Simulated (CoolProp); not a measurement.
Saturation properties of water.

Values from CoolProp's reference Helmholtz-energy equation of state, Wagner 2002.

```
T (°C)  p (MPa)  vapour density (kg/m³)  surface tension (mN/m)  liquid viscosity (µPa s)  vapour viscosity (µPa s)
------  -------  ----------------------  ----------------------  ------------------------  ------------------------
216.95    2.187                   10.96                    33.6                         …                      16.2
228.75    2.734                   13.67                    30.8                       117                      16.7
240.45    3.373                   16.88                    28.1                       111                      17.1
252.25    4.129                   20.76                    25.3                       105                      17.5
263.95    5.001                   25.36                    22.6                       100                      18.0
275.65        …                   30.85                    19.8                      95.3                      18.4
287.45    7.169                       …                    17.1                      90.6                      19.0
299.15    8.486                       …                    14.4                      86.2                      19.5
```

Q: Some entries are withheld; supply them.

A: 
- 216.95, liquid viscosity (µPa s): 124
- 275.65, p (MPa): 6.006
- 287.45, vapour density (kg/m³): 37.52
- 299.15, vapour density (kg/m³): 45.52

It boils at 100.0 °C under 1 atm.

Viscosity comes from a separate model (Huber 2009). Surface tension comes from a separate correlation (Mulero 2012).
